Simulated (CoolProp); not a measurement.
Saturation properties of CF4 (R14).

The numbers come from the reference Helmholtz-energy equation of state, Platzer 1990 in CoolProp. This equation is an older, rougher fit; its heat capacities, sound speeds and derivatives of the liquid may be far off and weren't checked against measurements.

```tsv
T (°C)	p (MPa)	vapour Z	liquid viscosity (µPa s)	liquid conductivity (mW/(m K))
-134.85	0.06112	0.9763	266	101
-131.05	0.08160	0.9704	247	97.8
-127.25	0.1071	0.9636	230	94.9
-123.35	0.1394	0.9555	215	92.0
-119.55	0.1775	0.9466	201	89.1
-115.65	0.2246	0.9364	188	86.2
-111.85	0.2789	0.9252	177	83.4
-107.95	0.3446	0.9125	167	80.5
-104.15	0.4191	0.8989	157	77.6
-100.25	0.5074	0.8836	148	74.7
-96.45	0.6062	0.8674	140	71.9
```

It boils at -128.0 °C under 1 atm.

Viscosity comes from a separate model (Huber 2003), an estimate that may be off by 10 % or more. Thermal conductivity comes from a separate model (Huber 2003), an estimate that may be off by 10 % or more.
